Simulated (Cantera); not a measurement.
An adiabatic, constant-volume homogeneous reactor starts with H2 : O2 : N2 = 1 : 0.238 : 0.895 (molar parts), equivalence ratio 2.1, at 1075 K and 0.642 atm. Integrator tolerance rtol = 1e-08.

Cantera simulation using GRI-Mech 3.0 (53 species, 325 reactions); the numbers are that mechanism's predictions, not measurements.

Task: What does this change do: initial temperature 1075 to 1750 K?

Result: 
```
quantity                                                              before                                    after
---------------------------------  -----------------------------------------  ---------------------------------------
time of steepest temperature rise                                   0.174 ms                                  10.7 µs
temperature at 1.00 s                                                 2768 K                                   2942 K
equilibrium temperature                                               2768 K                                   2942 K
x(H2) at 1.00 s                          0.261 (gas-phase equilibrium 0.261)      0.247 (gas-phase equilibrium 0.247)
x(O2) at 1.00 s                    0.000203 (gas-phase equilibrium 0.000203)  0.00101 (gas-phase equilibrium 0.00101)
x(NO2) at 1.00 s                     2.22e-8 (gas-phase equilibrium 2.22e-8)  9.81e-8 (gas-phase equilibrium 9.81e-8)
x(OH) at 1.00 s                      0.00755 (gas-phase equilibrium 0.00755)    0.0179 (gas-phase equilibrium 0.0179)
x(NO) at 1.00 s                    0.000841 (gas-phase equilibrium 0.000841)  0.00233 (gas-phase equilibrium 0.00233)
x(H) at 1.00 s                         0.0306 (gas-phase equilibrium 0.0306)    0.0653 (gas-phase equilibrium 0.0653)
x(N2O) at 1.00 s                     4.44e-8 (gas-phase equilibrium 4.44e-8)  1.00e-7 (gas-phase equilibrium 1.00e-7)
```

Task: What does this change do: pressure from 0.642 atm to 0.395 atm?

Result: 
| quantity | before | after |
|---|---|---|
| time of steepest temperature rise | 0.174 ms | 0.265 ms |
| temperature at 1.00 s | 2768 K | 2733 K |
| equilibrium temperature | 2768 K | 2733 K |
| x(H2) at 1.00 s | 0.261 (gas-phase equilibrium 0.261) | 0.259 (gas-phase equilibrium 0.259) |
| x(O2) at 1.00 s | 0.000203 (gas-phase equilibrium 0.000203) | 0.000252 (gas-phase equilibrium 0.000252) |
| x(NO2) at 1.00 s | 2.22e-8 (gas-phase equilibrium 2.22e-8) | 2.11e-8 (gas-phase equilibrium 2.11e-8) |
| x(OH) at 1.00 s | 0.00755 (gas-phase equilibrium 0.00755) | 0.00822 (gas-phase equilibrium 0.00822) |
| x(NO) at 1.00 s | 0.000841 (gas-phase equilibrium 0.000841) | 0.000890 (gas-phase equilibrium 0.000890) |
| x(H) at 1.00 s | 0.0306 (gas-phase equilibrium 0.0306) | 0.0343 (gas-phase equilibrium 0.0343) |
| x(N2O) at 1.00 s | 4.44e-8 (gas-phase equilibrium 4.44e-8) | 3.66e-8 (gas-phase equilibrium 3.66e-8) |
